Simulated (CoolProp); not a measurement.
Vapour pressure (kPa) of the fluoroketone C6F12O (FK-5-1-12): the reference equation beside estimates from Tc = 441.8 K, pc = 1869 kPa, ω = 0.471. Clausius-Clapeyron is anchored at 217.6 K with a constant enthalpy of vaporisation of 36.85 kJ/mol.

Model: reference Helmholtz-energy equation of state, McLinden 2015, in CoolProp.

```json
[
 {"T (K)": "204.9", "reference": "0.06916", "Clausius-Clapeyron": "0.07062", "van der Waals": "30.65", "Soave-Redlich-Kwong": "0.07857", "Peng-Robinson": "0.09318"},
 {"T (K)": "207.4", "reference": "0.09044", "Clausius-Clapeyron": "0.09165", "van der Waals": "33.46", "Soave-Redlich-Kwong": "0.1017", "Peng-Robinson": "0.1197"},
 {"T (K)": "210", "reference": "0.1185", "Clausius-Clapeyron": "0.1194", "van der Waals": "36.57", "Soave-Redlich-Kwong": "0.1320", "Peng-Robinson": "0.1540"},
 {"T (K)": "212.5", "reference": "0.1525", "Clausius-Clapeyron": "0.1531", "van der Waals": "39.75", "Soave-Redlich-Kwong": "0.1683", "Peng-Robinson": "0.1951"},
 {"T (K)": "215.1", "reference": "0.1968", "Clausius-Clapeyron": "0.1969", "van der Waals": "43.27", "Soave-Redlich-Kwong": "0.2152", "Peng-Robinson": "0.2476"},
 {"T (K)": "217.6", "reference": "0.2495", "Clausius-Clapeyron": "0.2495", "van der Waals": "46.86", "Soave-Redlich-Kwong": "0.2709", "Peng-Robinson": "0.3096"},
 {"T (K)": "220.2", "reference": "0.3172", "Clausius-Clapeyron": "0.3174", "van der Waals": "50.82", "Soave-Redlich-Kwong": "0.3417", "Peng-Robinson": "0.3880"},
 {"T (K)": "222.7", "reference": "0.3969", "Clausius-Clapeyron": "0.3978", "van der Waals": "54.85", "Soave-Redlich-Kwong": "0.4247", "Peng-Robinson": "0.4792"},
 {"T (K)": "225.3", "reference": "0.4977", "Clausius-Clapeyron": "0.5006", "van der Waals": "59.28", "Soave-Redlich-Kwong": "0.5292", "Peng-Robinson": "0.5934"},
 {"T (K)": "227.8", "reference": "0.6149", "Clausius-Clapeyron": "0.6212", "van der Waals": "63.77", "Soave-Redlich-Kwong": "0.6501", "Peng-Robinson": "0.7248"},
 {"T (K)": "230.4", "reference": "0.7615", "Clausius-Clapeyron": "0.7737", "van der Waals": "68.69", "Soave-Redlich-Kwong": "0.8007", "Peng-Robinson": "0.8876"},
 {"T (K)": "232.9", "reference": "0.9299", "Clausius-Clapeyron": "0.9511", "van der Waals": "73.68", "Soave-Redlich-Kwong": "0.9731", "Peng-Robinson": "1.073"},
 {"T (K)": "235.5", "reference": "1.138", "Clausius-Clapeyron": "1.173", "van der Waals": "79.12", "Soave-Redlich-Kwong": "1.186", "Peng-Robinson": "1.301"}
]
```

Absolute difference from the reference over all 13 rows, mean and median: Clausius-Clapeyron 1.0 and 0.8 %, van der Waals 19517.5 and 15921.4 %, Soave-Redlich-Kwong 8.2 and 7.7 %, Peng-Robinson 23.2 and 22.3 %.
